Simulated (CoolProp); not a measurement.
A simple Rankine cycle with cyclohexane: condensing at 309.15 K, boiler at 2.99 MPa, turbine inlet 619 K, turbine efficiency 0.65, pump efficiency 0.8, no recuperator. Each further row changes one setting.

Model: reference Helmholtz-energy equation of state, Zhou 2014, in CoolProp.

```tsv
case	thermal efficiency (%)	net work (kJ/kg)	heat in (kJ/kg)	turbine exit temperature (K)	volume ratio over the turbine
as stated	16.7	164	985	538.4	154
condensing temperature 301.15 K	[?]	175	1000	533.9	[?]
boiler pressure 2.09 MPa	15.8	158	1000	[?]	101
turbine efficiency 0.55	14.0	138	985	549.0	157
```

Question: What belongs in the gaps?

Answer: 
- condensing temperature 301.15 K, thermal efficiency (%): 17.5
- condensing temperature 301.15 K, volume ratio over the turbine: 215
- boiler pressure 2.09 MPa, turbine exit temperature (K): 547.3
